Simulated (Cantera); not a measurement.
Feed: 1 mol Fe2O3, 1.8 mol H2S, 0.53 mol O2, equilibrated at 10.0 mbar.

These are equilibrium values from Cantera (NASA tables, ideal gas, pure condensed phases), not measurements of a reactor. Candidate condensed phases: Fe, FeO, Fe(OH)2, Fe(OH)3, FeS, FeSO4, FeS2, Fe2O3, Fe2(SO4)3, Fe3O4, H2O, H2SO4, S; 22 gas species. Metal and sulfide melt together well below either melting point, which pure phases cannot show. Mutual solubility and eutectic melting of coexisting phases are not modelled. The tables' stoichiometric FeO is somewhat more stable than real wüstite, so its field is too wide. FeO, FeS: taken at fixed stoichiometry. Gases not in the tables: S3 to S7. Kinetics and transport are ignored.

Q: Which condensed phases are stable at each of these points (T (°C)): 625, 675, 725, 775, 825, 875, 925, 975, 1025?

A: 
| T (°C) | condensed phases | Fe condensed (%) |
|---|---|---|
| 625 | FeS(s) + Fe3O4(s) | 100.0 |
| 675 | FeS(s) + Fe3O4(s) | 100.0 |
| 725 | FeS(s) + Fe3O4(s) | 100.0 |
| 775 | FeS(s) + Fe3O4(s) | 100.0 |
| 825 | FeS(s) + Fe3O4(s) | 100.0 |
| 875 | FeS(s) + Fe3O4(s) | 100.0 |
| 925 | FeS(s) + Fe3O4(s) | 100.0 |
| 975 | FeO(s) + FeS(s) | 100.0 |
| 1025 | FeO(s) + FeS(s) | 100.0 |

From 625 °C to 925 °C the condensed part is FeS(s) + Fe3O4(s). From 975 °C to 1025 °C the condensed part is FeO(s) + FeS(s).
